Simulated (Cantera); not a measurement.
Input: 1 mol Si3N4, 0.044 mol N2O, 3.2 mol N2, 0.0043 mol O2.

These are equilibrium values from Cantera (NASA tables, ideal gas, pure condensed phases), not measurements of a reactor. Candidate condensed phases: Si, SiO2, Si2N2O, Si3N4; 16 gas species. Mutual solubility and eutectic melting of coexisting phases are not modelled. Kinetics and transport are ignored.

**Question.** What condenses at these points (T in K, P in Pa): (1698, 40000); (1998, 0.50); (1173, 320); (1923, 7900); (1398, 0.50); (1848, 1600); (1173, 320)?

**Answer.** 
```csv
T (K),P in Pa,condensed phases,Si condensed (%)
1698,40000,Si2N2O + Si3N4,100.0
1998,0.50,gas only,0.0
1173,320,Si2N2O + Si3N4,100.0
1923,7900,Si3N4,98.2
1398,0.50,Si,98.2
1848,1600,Si,98.2
1173,320,Si2N2O + Si3N4,100.0
```
